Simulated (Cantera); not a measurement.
What does this Cantera script print?

```python
import numpy as np
import cantera as ct

gas_names = """
    H HO2 H2 H2O H2O2 O OH O2 O3 Ta TaO TaO2
""".split()
cond_names = """
    H2O(s) H2O(L) Ta(cr) Ta(L) Ta2O5(s) Ta2O5(L)
""".split()


# ... load() reads the species with a 1 bar reference pressure and builds the phases ...
atoms = {
    'Ta2O5': {'Ta': 2, 'O': 5},
    'H2': {'H': 2},
    'H2O': {'H': 2, 'O': 1},
}
top_T = {}  # K; cautious upper limits of use, not melting points


# ... equilibrate(T, P, feed) seeds the gas with the atoms and calls Mixture.equilibrate('TP', solver="vcs", rtol=1e-11, max_steps=5000) ...
results = []
feed = {'Ta2O5': 1, 'H2': 920, 'H2O': 0.93}  # mol
P = 13332.2  # Pa
for T in [1423, 1523, 1623, 1723, 1823, 1923, 2023, 2123, 2223]:
    mix = equilibrate(T, P, feed)
    results.append((T, P, feed, dict(zip(mix.species_names, mix.species_moles))))

top = {s: max(r[3][s] / sum(r[3][g] for g in gas_names) for r in results) for s in gas_names}
cols = sorted((s for s in top if top[s] > 0.001), key=lambda s: -top[s])[:9]
seen = [c for c in cond_names if any(r[3].get(c, 0) > 1e-12 for r in results)]
print("log10 of partial pressures in bar; condensed amounts in mol")
print(f"{'T/K':>10s}" + "".join(f"{s[:9]:>10s}" for s in cols + seen))
for T, P, feed, n in results:
    ng = sum(n[g] for g in gas_names)
    print(f"{T:10.4g}" + "".join(f"{np.log10(max(n[s] / ng * P / 1e5, 1e-99)):10.3f}" for s in cols)
          + "".join(f"{n.get(c, 0):10.4g}" for c in seen))
```

Output:

```
log10 of partial pressures in bar; condensed amounts in mol
       T/K        H2         H       H2O    Ta(cr)  Ta2O5(s)  Ta2O5(L)
      1423    -0.876    -5.615    -3.871         0         1         0
      1523    -0.876    -5.074    -3.871         0         1         0
      1623    -0.876    -4.598    -3.871         0         1         0
      1723    -0.876    -4.177    -3.871         0         1         0
      1823    -0.876    -3.801    -3.871         0    0.9999         0
      1923    -0.877    -3.464    -3.766    0.1012    0.9483         0
      2023    -0.878    -3.161    -3.572    0.3664    0.8104         0
      2123    -0.881    -2.886    -3.418    0.6742         0     0.633
      2223    -0.885    -2.636    -3.290     0.998         0    0.3858
```

Method: chemical equilibrium by Gibbs-energy minimisation in Cantera with the NASA 1993 tables (ideal gas, pure condensed phases). Mutual solubility and eutectic melting of coexisting phases are not modelled. Condensed phases not in the tables: N, O or C dissolved in the metal.
